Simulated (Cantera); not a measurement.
## Thermodynamics of fluorocarbon and chlorocarbon gases, feed CF₄ + CH₄

Charge: 1 mol CF₄, a varied amount of CH₄, at 1325 °C and 0.133 bar.

Equilibrium computed with Cantera from the NASA thermochemical tables; the gas is ideal and each condensed phase is pure. Candidate condensed phases: C, C₆H₆, C₇H₈, C₈H₁₈; 95 gas species. Gases not in the tables: C₂F₆ and larger saturated fluorocarbons. Rates play no part.

| n(CH₄) (mol) | log p HF | log p CF₄ | log p H₂ | log p CF₂ | log p CF₃ | log p H | n C(graphite) |
|---|---|---|---|---|---|---|---|
| 0.02 | -2.00 | -0.91 | -10.58 | -4.23 | -4.70 | -9.56 | 0.0397 |
| 0.03 | -1.83 | -0.93 | -10.24 | -4.24 | -4.71 | -9.39 | 0.0597 |
| 0.045 | -1.67 | -0.95 | -9.91 | -4.25 | -4.73 | -9.23 | 0.0897 |
| 0.067 | -1.53 | -0.99 | -9.60 | -4.27 | -4.76 | -9.07 | 0.134 |
| 0.1 | -1.39 | -1.04 | -9.29 | -4.29 | -4.80 | -8.92 | 0.200 |
| 0.15 | -1.26 | -1.11 | -9.00 | -4.33 | -4.85 | -8.77 | 0.300 |
| 0.23 | -1.14 | -1.22 | -8.71 | -4.38 | -4.93 | -8.63 | 0.460 |
| 0.34 | -1.05 | -1.36 | -8.45 | -4.45 | -5.04 | -8.50 | 0.680 |
| 0.51 | -0.97 | -1.59 | -8.18 | -4.57 | -5.21 | -8.36 | 1.02 |
| 0.77 | -0.91 | -2.03 | -7.83 | -4.79 | -5.54 | -8.19 | 1.54 |
| 1.2 | -0.92 | <-12 | -1.92 | -10.72 | <-12 | -5.23 | 2.20 |
| 1.7 | -1.01 | <-12 | -1.46 | -11.36 | <-12 | -5.00 | 2.70 |
log p: log10 of the partial pressure in bar; n: condensed amount in mol.

From 0.02 mol CH₄ to 1.7 mol CH₄ the condensed part is C(graphite). The main C-bearing gas is CF₄ at 0.02 mol CH₄ and CH₄ at 1.7 mol CH₄.
